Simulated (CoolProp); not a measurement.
Vapour-liquid equilibrium of ethane (1) + n-pentane (2) at 310 kPa; x and y are mole fractions of (1).

Values from CoolProp's multi-fluid Helmholtz-energy mixture model, Bücker 2006 and Thol 2019; pair parameters Kunz 2012.

| x | bubble temperature (K) | y at the bubble point | dew temperature at overall composition x (K) | liquid density (mol/L) |
|---|---|---|---|---|
| 0.05 | ___ | 0.629 | 344.5 | 8.573 |
| 0.125 | ___ | 0.910 | 341.3 | 9.392 |
| 0.2 | 256.5 | 0.968 | 337.9 | 10.02 |
| 0.275 | 244.3 | 0.985 | 334.4 | ___ |
| 0.35 | 236.1 | ___ | 330.5 | ___ |
| 0.425 | 230.1 | 0.995 | 326.4 | ___ |
| 0.5 | 225.5 | 0.997 | 321.8 | 12.19 |
| 0.575 | 221.8 | 0.998 | ___ | 12.77 |
| 0.65 | 218.7 | 0.998 | 310.9 | 13.39 |
| 0.725 | 216.1 | 0.999 | 304.0 | 14.06 |
| 0.8 | 213.7 | 0.999 | 295.5 | 14.78 |
| 0.875 | 211.6 | 1.000 | 283.9 | 15.57 |
| 0.95 | 209.5 | 1.000 | ___ | 16.44 |

**Question.** Some entries are withheld; supply them.

**Answer.** 
- 0.05, bubble temperature (K): 312.6
- 0.125, bubble temperature (K): 276.5
- 0.275, liquid density (mol/L): 10.57
- 0.35, y at the bubble point: 0.991
- 0.35, liquid density (mol/L): 11.10
- 0.425, liquid density (mol/L): 11.64
- 0.575, dew temperature at overall composition x (K): 316.7
- 0.95, dew temperature at overall composition x (K): 264.5

No azeotrope shows between x = 0.05 and 0.95.

The pair parameters rest on a limited set of measurements; away from them the model extrapolates. The gap from Raoult's law changes sign with composition, which may be real or a fault of the pair parameters; it wasn't checked against measurements.
